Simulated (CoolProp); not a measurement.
Propyne along the isotherm 282.2 K: density (kg/m³) from the reference equation and from simpler models built on Tc = 402.7 K, pc = 5.658 MPa, ω = 0.204; each cubic takes its own stable root.

Computed with CoolProp (reference Helmholtz-energy equation of state, Polt 1992). This equation is an older, rougher fit; its heat capacities, sound speeds and derivatives of the liquid may be far off and weren't checked against measurements.

| p (MPa) | phase | reference | van der Waals | Soave-Redlich-Kwong | Peng-Robinson |
|---|---|---|---|---|---|
| 0.00895 | gas | 0.1531 | 0.1530 | 0.1530 | 0.1531 |
| 0.0139 | gas | 0.2380 | 0.2377 | 0.2379 | 0.2379 |
| 0.0217 | gas | 0.3721 | 0.3715 | 0.3719 | 0.3720 |
| 0.0338 | gas | 0.5810 | 0.5794 | 0.5805 | 0.5807 |
| 0.0526 | gas | 0.9076 | 0.9038 | 0.9064 | 0.9069 |
| 0.0819 | gas | 1.422 | 1.412 | 1.419 | 1.420 |
| 0.127 | gas | 2.226 | 2.202 | 2.218 | 2.221 |
| 0.198 | gas | 3.527 | 3.465 | [?] | 3.512 |
| 0.309 | gas | 5.656 | 5.487 | 5.592 | 5.608 |
| 0.481 | liquid | [?] | [?] | 577.3 | [?] |
| 0.749 | liquid | 637.7 | 14.20 | 577.8 | 654.2 |
| 1.17 | liquid | 638.2 | 386.2 | 578.6 | 655.0 |
| 1.82 | liquid | [?] | 388.2 | 579.8 | 656.2 |
| 2.83 | liquid | [?] | [?] | 581.7 | 658.0 |

Task: Fill in the missing entries.

Result: 
- 0.198, Soave-Redlich-Kwong: 3.505
- 0.481, reference: 637.3
- 0.481, van der Waals: 8.749
- 0.481, Peng-Robinson: 653.7
- 1.82, reference: 639.0
- 2.83, reference: 640.3
- 2.83, van der Waals: 391.2

At some of these states van der Waals gives the other phase, because its saturation line lies elsewhere.
